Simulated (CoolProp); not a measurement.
Oxygen at 293.15 K and 0.356 MPa flows at 1.6 m/s in a round tube of 25 mm bore and 15 µm roughness, fully developed (64/Re and Nu = 3.66 if laminar; Colebrook and Gnielinski if turbulent). Each further row changes one setting.

Model: reference Helmholtz-energy equation of state, Schmidt 1985, in CoolProp.

```json
[
 {"case": "as stated", "Reynolds number": "9220", "Darcy friction factor": "0.0324", "pressure drop (Pa/m)": "7.78", "heat-transfer coefficient (W/(m² K))": "29.7", "mass flow (kg/h)": "13.2"},
 {"case": "velocity 3.2 m/s", "Reynolds number": "18400", "Darcy friction factor": "0.0276", "pressure drop (Pa/m)": "26.5", "heat-transfer coefficient (W/(m² K))": "53.0", "mass flow (kg/h)": "26.5"},
 {"case": "diameter 50 mm", "Reynolds number": "18400", "Darcy friction factor": "0.0270", "pressure drop (Pa/m)": "3.24", "heat-transfer coefficient (W/(m² K))": "25.9", "mass flow (kg/h)": "53.0"}
]
```

Viscosity comes from a separate model (Lemmon 2004). Thermal conductivity comes from a separate model (Lemmon 2004).
